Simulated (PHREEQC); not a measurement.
0.47 g of hydrous ferric oxide (600 m²/g; 0.2 weak and 0.005 strong sites per Fe, Dzombak-Morel constants, diffuse double layer) in 1 kg of water with 0.001 mol/kgw of an inert sodium salt and 0.00031 mol Na2SeO4 and 3e-06 mol NaH2PO4, at 25 °C; the pH is set by adding NaOH or the inert anion's acid. O2 is buffered at 0.21 atm. No CO2 enters from the air. Nothing may precipitate in this run.

The numbers come from PHREEQC with the ion-association model, wateq4f.dat.

| pH | Se sorbed (%) | P sorbed (%) | surface charge σ (C/m²) | surface potential ψ (mV) |
|---|---|---|---|---|
| 3 | 100.0 | 100.0 | 0.122 | 188 |
| 3.75 | 99.9 | 100.0 | 0.072 | 171 |
| 4.5 | 99.2 | 100.0 | 0.037 | 140 |
| 5.25 | 91.1 | 100.0 | 0.019 | 106 |
| 6 | 64.2 | 100.0 | 0.011 | 81 |
| 6.75 | 29.2 | 100.0 | 0.007 | 59 |
| 7.5 | 4.9 | 99.9 | 0.003 | 31 |
| 8.25 | 0.2 | 99.0 | -0.001 | -9 |
| 9 | 0.0 | 79.4 | -0.006 | -51 |

H3PO4, which wateq4f.dat lacks, is added to it with the constant of phreeqc.dat. The oxide is taken as insoluble; below pH 4 it would dissolve.
